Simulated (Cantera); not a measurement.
An adiabatic, constant-volume homogeneous reactor starts with 19.1 % CH₄, 1.40 % C₂H₆, 17.3 % O₂, 62.2 % N₂, at 1625 K and 5.00 bar.

Cantera simulation using GRI-Mech 3.0 (53 species, 325 reactions); the numbers are that mechanism's predictions, not measurements.

x: mole fraction; the columns are a selection and need not sum to one.

```tsv
t (s)	T (K)	P (bar)	x CH₄	x C₂H₆	x O₂	x H₂O	x H₂
1.00e-6	1624	5.00	0.191	0.0138	0.173	9.47e-6	9.55e-6
2.39e-6	1623	4.99	0.191	0.0136	0.172	6.56e-5	5.84e-5
5.72e-6	1622	4.99	0.191	0.0132	0.172	0.000471	0.000396
1.37e-5	1629	5.02	0.188	0.0123	0.170	0.00247	0.00200
3.27e-5	1686	5.24	0.173	(withheld)	0.158	(withheld)	(withheld)
7.82e-5	2699	10.5	0.000585	4.42e-8	2.61e-6	0.0936	0.234
0.000187	2691	10.5	1.34e-8	<1e-12	2.59e-6	0.0888	0.240
0.000447	2693	10.5	4.65e-9	<1e-12	2.64e-6	0.0890	0.240
0.00107	2693	10.5	4.39e-9	<1e-12	2.66e-6	0.0891	0.240
0.00256	2694	10.5	4.36e-9	<1e-12	2.66e-6	0.0891	0.240
0.00612	2694	10.5	4.36e-9	<1e-12	2.66e-6	0.0891	0.240
0.0146	2694	10.5	4.36e-9	<1e-12	2.66e-6	0.0891	0.240
0.0350	2694	10.5	4.36e-9	<1e-12	2.66e-6	0.0891	0.240
0.0836	2694	10.5	4.36e-9	<1e-12	2.66e-6	0.0891	0.240
0.200	2694	10.5	4.36e-9	<1e-12	2.66e-6	0.0891	0.240
```

Q: Some entries are withheld; supply them.

A: 
- 3.27e-5, x C₂H₆: 0.00925
- 3.27e-5, x H₂O: 0.0144
- 3.27e-5, x H₂: 0.0109
